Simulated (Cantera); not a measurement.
# Gas-phase reforming

A perfectly stirred reactor is fed with CH4 : H2O = 1 : 1.2 (molar parts), at 2.07 atm; it is held at 1350 K, and followed from long to short residence time.

Model: GRI-Mech 3.0 (53 species, 325 reactions), integrated in Cantera.

| τ (s) | x CH4 | x H2O | x CH2O | x CO | x O2 | x OH |
|---|---|---|---|---|---|---|
| 1.2 | 0.397 | 0.525 | 9.02e-7 | 0.000500 | <1e-12 | 2.19e-8 |
| 0.29 | 0.438 | 0.541 | 9.98e-7 | 5.64e-5 | <1e-12 | 2.38e-8 |
| 0.071 | 0.451 | 0.545 | 6.97e-7 | 5.78e-6 | <1e-12 | 2.25e-8 |
| 0.017 | 0.454 | 0.545 | 2.05e-7 | 3.06e-7 | <1e-12 | 1.78e-8 |
| 0.0043 | 0.454 | 0.545 | 3.42e-8 | 1.02e-8 | <1e-12 | 1.40e-8 |
| 0.0011 | 0.454 | 0.545 | 5.58e-9 | 3.48e-10 | <1e-12 | 1.14e-8 |
| 0.00026 | 0.455 | 0.545 | 5.08e-10 | 4.78e-12 | <1e-12 | 7.16e-9 |
x: mole fraction; the columns are a selection and need not sum to one.
